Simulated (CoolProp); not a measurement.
CHF3 (R23) along the isotherm 309.9 K: fugacity coefficient from the reference equation and from simpler models built on Tc = 299.3 K, pc = 4.832 MPa, ω = 0.263; each cubic takes its own stable root.

The numbers come from the reference Helmholtz-energy equation of state, Penoncello 2003 in CoolProp.

```csv
p (MPa),phase,reference
0.0764,gas,0.9949
0.157,gas,0.9896
0.322,gas,0.9787
0.662,gas,0.9564
1.36,gas,0.9113
2.79,gas,0.8210
5.73,supercritical,0.6368
11.8,supercritical,0.3835
24.2,supercritical,0.2614
```

### Question
How far does each simpler model (Redlich-Kwong, Soave-Redlich-Kwong, Peng-Robinson) lie from the reference over these 9 states: mean and median of the absolute difference, and the worst?

### Answer
- Redlich-Kwong: mean 2.3 %, median 0.4 %, worst +12.1 % at 309.9 K and 24.2 MPa
- Soave-Redlich-Kwong: mean 3.2 %, median 0.5 %, worst +15.5 % at 309.9 K and 24.2 MPa
- Peng-Robinson: mean 1.0 %, median 0.5 %, worst +4.4 % at 309.9 K and 24.2 MPa
